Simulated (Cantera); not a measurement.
Adiabatic ignition

An adiabatic, constant-pressure homogeneous reactor starts with CO : H2 : O2 : N2 = 1 : 0.1 : 0.873 : 3.28 (molar parts), equivalence ratio 0.63, at 1298 K and 15.8 atm.

Model: GRI-Mech 3.0 (53 species, 325 reactions), integrated in Cantera. The hydrogen kinetics of GRI-Mech 3.0 are dated; newer H2 mechanisms differ, most at raised pressure. The pressure lies above the range GRI-Mech 3.0 was tuned for (to about 10 atm).

```json
[
 {"t (s)": "7.00e-6", "T (K)": "1299", "x CO": "0.190", "x H2": "0.0189", "x O2": "0.166", "x CO2": "0.000109", "x N2O": "1.07e-9"},
 {"t (s)": "1.54e-5", "T (K)": "1447", "x CO": "0.181", "x H2": "0.00927", "x O2": "0.156", "x CO2": "0.0115", "x N2O": "1.58e-7"},
 {"t (s)": "3.39e-5", "T (K)": "2569", "x CO": "0.0353", "x H2": "0.000472", "x O2": "0.0810", "x CO2": "0.173", "x N2O": "4.89e-6"},
 {"t (s)": "7.47e-5", "T (K)": "2703", "x CO": "0.0188", "x H2": "0.000266", "x O2": "0.0743", "x CO2": "0.191", "x N2O": "3.44e-6"},
 {"t (s)": "0.000164", "T (K)": "2705", "x CO": "0.0180", "x H2": "0.000257", "x O2": "0.0730", "x CO2": "0.192", "x N2O": "3.35e-6"},
 {"t (s)": "0.000362", "T (K)": "2700", "x CO": "0.0178", "x H2": "0.000255", "x O2": "0.0712", "x CO2": "0.192", "x N2O": "3.33e-6"},
 {"t (s)": "0.000797", "T (K)": "2693", "x CO": "0.0175", "x H2": "0.000252", "x O2": "0.0688", "x CO2": "0.193", "x N2O": "3.35e-6"},
 {"t (s)": "0.00176", "T (K)": "2687", "x CO": "0.0173", "x H2": "0.000250", "x O2": "0.0669", "x CO2": "0.193", "x N2O": "3.38e-6"},
 {"t (s)": "0.00387", "T (K)": "2685", "x CO": "0.0173", "x H2": "0.000250", "x O2": "0.0664", "x CO2": "0.193", "x N2O": "3.39e-6"},
 {"t (s)": "0.00851", "T (K)": "2685", "x CO": "0.0173", "x H2": "0.000250", "x O2": "0.0664", "x CO2": "0.193", "x N2O": "3.39e-6"},
 {"t (s)": "0.0187", "T (K)": "2685", "x CO": "0.0173", "x H2": "0.000250", "x O2": "0.0664", "x CO2": "0.193", "x N2O": "3.39e-6"},
 {"t (s)": "0.0413", "T (K)": "2685", "x CO": "0.0173", "x H2": "0.000250", "x O2": "0.0664", "x CO2": "0.193", "x N2O": "3.39e-6"},
 {"t (s)": "0.0908", "T (K)": "2685", "x CO": "0.0173", "x H2": "0.000250", "x O2": "0.0664", "x CO2": "0.193", "x N2O": "3.39e-6"},
 {"t (s)": "0.200", "T (K)": "2685", "x CO": "0.0173", "x H2": "0.000250", "x O2": "0.0664", "x CO2": "0.193", "x N2O": "3.39e-6"}
]
```
x: mole fraction; the columns are a selection and need not sum to one.

```yaml
time_of_steepest_temperature_rise: 21.8 µs
temperature at 0.200 s: 2685 K
equilibrium_temperature: 2685 K
x(CO) at 0.200 s: 0.0173 (gas-phase equilibrium 0.0173)
x(H2) at 0.200 s: 0.000250 (gas-phase equilibrium 0.000250)
x(O2) at 0.200 s: 0.0664 (gas-phase equilibrium 0.0664)
```
